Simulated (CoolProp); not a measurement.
Properties of benzene along the isobar 10.9 bar (Tc = 288.9 °C, pc = 49.06 bar, ω = 0.211).

Model: reference Helmholtz-energy equation of state, Thol 2012, in CoolProp.

| T (°C) | phase | density (kg/m³) | cv (kJ/(kg K)) | isothermal compressibility (1/MPa) | viscosity (µPa s) |
|---|---|---|---|---|---|
| 142.05 | liquid | 740.9 | 1.553 | 0.002916 | 187 |
| 155.65 | liquid | 723.0 | 1.593 | 0.003459 | 167 |
| 169.35 | liquid | 704.0 | [?] | 0.004184 | 149 |
| 196.65 | gas | [?] | 1.644 | 1.125 | 11.7 |
| 210.35 | gas | 24.67 | 1.679 | 1.093 | [?] |
| 223.95 | gas | [?] | 1.713 | 1.069 | [?] |
| 237.65 | gas | 22.63 | 1.748 | 1.049 | 12.8 |
| 251.25 | gas | 21.78 | 1.782 | 1.034 | 13.2 |
| 264.95 | gas | 21.00 | 1.815 | 1.020 | 13.5 |
| 278.55 | gas | 20.30 | 1.848 | 1.009 | 13.9 |
| 292.25 | gas | 19.65 | 1.880 | 1.000 | 14.3 |
| 305.85 | gas | 19.06 | 1.912 | 0.9921 | 14.6 |
| 319.55 | gas | [?] | 1.943 | 0.9851 | 15.0 |
| 333.15 | gas | 17.98 | [?] | 0.9790 | 15.3 |
| 346.85 | gas | 17.50 | [?] | 0.9736 | 15.7 |

Task: Complete the blanks.

Result: 
- 169.35, cv (kJ/(kg K)): 1.633
- 196.65, density (kg/m³): 25.91
- 210.35, viscosity (µPa s): 12.1
- 223.95, density (kg/m³): 23.59
- 223.95, viscosity (µPa s): 12.5
- 319.55, density (kg/m³): 18.50
- 333.15, cv (kJ/(kg K)): 1.973
- 346.85, cv (kJ/(kg K)): 2.003

Viscosity comes from a separate model (Avgeri 2014).
